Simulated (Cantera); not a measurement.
A perfectly stirred reactor is fed with CH4 : H2 : O2 : N2 = 1 : 0.042 : 1.26 : 5.56 (molar parts), at 12.0 bar; it is adiabatic with a 500 K inlet, and is followed from long to short residence time, starting on the burning branch (τ in s: 0.1, 0.039, 0.014, 0.0054, 0.002, 0.00075, 0.00028, 0.0001, 3.9e-05, 1.4e-05, 5.4e-06).

Detailed kinetics in Cantera: GRI-Mech 3.0 (53 species, 325 reactions). The pressure lies above the range GRI-Mech 3.0 was tuned for (to about 10 atm).

Task: Predict: blow-out, bracketed by the residence times tried; x(CH4) at τ = 0.100 s; x(H2) at τ = 0.100 s; x(O2) at τ = 0.100 s; x(HO2) at τ = 0.100 s; x(CH2) at τ = 0.100 s; x(CH4) at τ = 0.750 ms; x(H2) at τ = 0.750 ms; x(O2) at τ = 0.750 ms; x(HO2) at τ = 0.750 ms; x(CH2) at τ = 0.750 ms.

Result: 
| Item | Value |
|---|---|
| blow-out, bracketed by the residence times tried | burning at 0.750 ms, out at 0.280 ms |
| x(CH4) at τ = 0.100 s | 0.00419 |
| x(H2) at τ = 0.100 s | 0.0779 |
| x(O2) at τ = 0.100 s | 0.000135 |
| x(HO2) at τ = 0.100 s | 6.11e-8 |
| x(CH2) at τ = 0.100 s | 7.08e-8 |
| x(CH4) at τ = 0.750 ms | 0.0172 |
| x(H2) at τ = 0.750 ms | 0.0432 |
| x(O2) at τ = 0.750 ms | 0.0102 |
| x(HO2) at τ = 0.750 ms | 7.40e-6 |
| x(CH2) at τ = 0.750 ms | 1.61e-6 |
